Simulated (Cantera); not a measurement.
A perfectly stirred reactor is fed with H₂ : O₂ = 0.12 : 1 (molar parts), equivalence ratio 0.060, at 0.0133 bar; it is held at 1050 K, and followed from long to short residence time.

Cantera simulation using GRI-Mech 3.0 (53 species, 325 reactions); the numbers are that mechanism's predictions, not measurements. Radical loss at walls, strong at low pressure, is not modelled. The temperature is held fixed by assumption; the heat of reaction is taken as removed at once.

Q: What does this change do: 0.11 parts H2O added?

A: 
```csv
quantity,before,after
x(H₂) at τ = 26.0 s,7.95e-5,7.83e-5
x(O₂) at τ = 26.0 s,0.886,0.803
x(HO₂) at τ = 26.0 s,1.38e-6,1.54e-6
x(H₂O) at τ = 26.0 s,0.113,0.196
x(H) at τ = 26.0 s,1.07e-5,7.31e-6
x(H₂) at τ = 94.0 ms,0.00231,0.00253
x(O₂) at τ = 94.0 ms,0.878,0.798
x(HO₂) at τ = 94.0 ms,7.94e-6,1.05e-5
x(H₂O) at τ = 94.0 ms,0.108,0.191
x(H) at τ = 94.0 ms,0.00265,0.00185
```

Q: What does this change do: temperature 1050 to 1150 K?

A: 
```tsv
quantity	before	after
x(H₂) at τ = 26.0 s	7.95e-5	5.11e-5
x(O₂) at τ = 26.0 s	0.886	0.886
x(HO₂) at τ = 26.0 s	1.38e-6	9.21e-7
x(H₂O) at τ = 26.0 s	0.113	0.113
x(H) at τ = 26.0 s	1.07e-5	1.38e-5
x(H₂) at τ = 94.0 ms	0.00231	0.00161
x(O₂) at τ = 94.0 ms	0.878	0.873
x(HO₂) at τ = 94.0 ms	7.94e-6	5.84e-6
x(H₂O) at τ = 94.0 ms	0.108	0.107
x(H) at τ = 94.0 ms	0.00265	0.00327
```
